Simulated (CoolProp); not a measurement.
Model: reference Helmholtz-energy equation of state, Span 1996, in CoolProp.

Problem. For carbon dioxide, give the phase and the density (kg/m³), speed of sound (m/s), expansivity (1/kK) at 185.65 °C and 36900 kPa.

Solution. 
- 185.65 °C and 36900 kPa: supercritical; density 493, speed of sound 413, expansivity 4.04
